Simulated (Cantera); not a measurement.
A closed system holds: 1 mol Pb, 1.2 mol H₂, 0.65 mol N₂, held at 627 °C and 6.90 bar.

These are equilibrium values from Cantera (NASA tables, ideal gas, pure condensed phases), not measurements of a reactor. Candidate condensed phases: Pb; 11 gas species. Rates play no part.

Base state: H₂ 0.646, N₂ 0.351, NH₃ 0.00257 (mole fractions); condensed: Pb(l).

Task: What changes in the equilibrium state with this change: Pb replaced by HgO?

Result: 
```tsv
species	before	after
H₂O	0	0.351
Hg	0	0.351
N₂	0.351	0.228
H₂	0.646	0.0701
NH₃	0.00257	7.40e-5
Pb(l), mol	1.00	0
```
Further candidate phases: H₂O, Hg, HgO.
